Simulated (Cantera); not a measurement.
Charge: 1 mol Cr, 2.6 mol N2O, 35 mol N2, 0.98 mol NH3, equilibrated at 4.10 Pa.

Equilibrium computed with Cantera from the NASA thermochemical tables; the gas is ideal and each condensed phase is pure. Candidate condensed phases: Cr, CrN, Cr2N, Cr2O3, H2O; 29 gas species. Equilibrium is a limit: real reactors are often held back by kinetics, nucleation or transport.

x: gas mole fraction; n: condensed amount in mol.

```csv
T (°C),x N2,x H,x H2O,x O,x Cr,x CrO,n Cr2O3(s)
502,0.963,1.50e-11,0.0278,<1e-12,<1e-12,<1e-12,0.500
602,0.963,7.58e-10,0.0278,<1e-12,<1e-12,<1e-12,0.500
702,0.963,1.73e-8,0.0278,<1e-12,<1e-12,<1e-12,0.500
802,0.963,2.22e-7,0.0278,<1e-12,<1e-12,<1e-12,0.500
902,0.963,1.85e-6,0.0278,7.91e-12,<1e-12,<1e-12,0.500
1002,0.963,1.11e-5,0.0278,4.47e-10,3.51e-11,(withheld),0.500
1102,0.963,5.17e-5,0.0278,1.42e-8,1.80e-9,(withheld),0.500
1202,0.963,0.000195,0.0278,2.83e-7,5.31e-8,(withheld),0.500
1302,0.962,0.000619,0.0277,3.91e-6,9.93e-7,(withheld),0.500
1402,0.962,0.00170,0.0273,3.99e-5,1.28e-5,(withheld),0.499
1502,0.959,0.00421,0.0258,0.000296,0.000135,(withheld),0.489
1602,0.949,0.00960,0.0221,0.00155,0.00134,(withheld),0.397
1702,0.916,0.0191,0.0160,0.00646,0.00730,0.00967,0
1802,0.897,0.0349,0.00789,0.0158,0.0110,0.00902,0
```

Task: Fill in the missing entries.

Result: 
- 1002, x CrO: 1.90e-11
- 1102, x CrO: 1.27e-9
- 1202, x CrO: 4.74e-8
- 1302, x CrO: 1.10e-6
- 1402, x CrO: 1.73e-5
- 1502, x CrO: 0.000203
- 1602, x CrO: 0.00195
